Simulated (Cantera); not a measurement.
Input: 1 mol B2O3, 0.39 mol O2, 5.3 mol N2, at 1702 °C and 97.0 Pa.

Equilibrium computed with Cantera from the NASA thermochemical tables; the gas is ideal and each condensed phase is pure. Candidate condensed phases: B, BN, B2O3; 17 gas species. The numbers say what is thermodynamically allowed, not how fast it happens.

Base state: N2 0.783, B2O3 0.132, O2 0.0466, BO2 0.0308, O 0.00382, NO 0.00335, BO 0.000718 (mole fractions); condensed: gas only.

### Question
What changes in the equilibrium state with this change: temperature from 1702 °C to 902 °C?

### Answer
```csv
species,before,after
N2,0.783,0.931
O2,0.0466,0.0685
NO,0.00335,9.99e-5
B2O3,0.132,4.11e-6
BO2,0.0308,6.82e-7
BO,0.000718,<1e-9
O,0.00382,1.23e-7
"B2O3(l), mol",0,1.000
```
